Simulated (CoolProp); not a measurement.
A single-stage vapour-compression cycle with hydrogen chloride: evaporating at 249.15 K (dew point), condensing at 270.15 K (bubble point), superheat 2 K, subcooling 8 K, compressor efficiency 0.8, no pressure losses. Each further row changes one setting.

Computed with CoolProp (reference Helmholtz-energy equation of state, Thol 2018).

| case | cooling COP | pressure ratio | discharge temperature (K) | refrigerating effect (kJ/kg) | volumetric capacity (kJ/m³) |
|---|---|---|---|---|---|
| as stated | ? | 1.83 | 303.9 | 339 | 9150 |
| evaporating temperature 254.15 K | ? | 1.57 | 295.0 | 339 | 10700 |
| condensing temperature 265.15 K | ? | 1.60 | ? | 348 | 9410 |
| subcooling 13 K | ? | 1.83 | 303.9 | 348 | 9410 |
| superheat 12 K | 8.26 | 1.83 | 317.2 | ? | ? |
| compressor efficiency 0.7 | ? | 1.83 | 309.0 | 339 | 9150 |

Q: Complete the blanks.

A: 
- as stated, cooling COP: 8.53
- evaporating temperature 254.15 K, cooling COP: 11.7
- condensing temperature 265.15 K, cooling COP: 11.5
- condensing temperature 265.15 K, discharge temperature (K): 291.2
- subcooling 13 K, cooling COP: 8.77
- superheat 12 K, refrigerating effect (kJ/kg): 351
- superheat 12 K, volumetric capacity (kJ/m³): 8870
- compressor efficiency 0.7, cooling COP: 7.47
